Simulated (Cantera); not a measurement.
# Silicon nitride deposition: SiF4 + NH3 + N2

Charge: 1 mol SiF4, 5.8 mol NH3, 2.3 mol N2, at 1073.15 K and 1700 Pa.

These are equilibrium values from Cantera (NASA tables, ideal gas, pure condensed phases), not measurements of a reactor. Candidate condensed phases: Si, Si3N4; 37 gas species. The tables' values for SiF3 are old estimates; treat these amounts as uncertain. Kinetics and transport are ignored.

| Property | Value |
|---|---|
| x(H2) | 0.583 |
| x(N2) | 0.349 |
| x(SiF4) | 0.0666 |
| x(HF) | 0.00106 |
| x(SiHF3) | 0.000241 |
| x(SiF3) | 3.93e-5 |
| x(NH3) | 1.65e-6 |
| n(Si3N4(s)) | 0.000970 mol |
| gas amount | 14.90 mol |
| log10 activity of Si(s) (absent) | -4.82 |
